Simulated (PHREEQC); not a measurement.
Consider water at 25 °C with 130 mmol/kgw NaHS, 0.61 mmol/kgw NaCl and 0.099 mmol/kgw CdCl2. Closed to the air; pH follows from the charge balance.

The numbers come from PHREEQC with the ion-association model, wateq4f.dat.

| quantity | before | after |
|---|---|---|
| pH | 9.62 | 8.20 |
| ionic strength (mol/kgw) | 0.131 | 0.326 |
| SI of Halite (NaCl) | -5.80 | -5.90 |
| SI of CdOHCl (CdOHCl) | -18.43 | -19.74 |

Task: What was changed between the two runs?
A. NaCl replaced by NaHF2 at the same molality
B. 0.2 mol/kgw KHCO3 added
C. NaHS left out
D. temperature from 25 to 85 °C

Result: B, 0.2 mol/kgw KHCO3 added

No solid was allowed to form. Some of these states are supersaturated (in Greenockite, for instance).
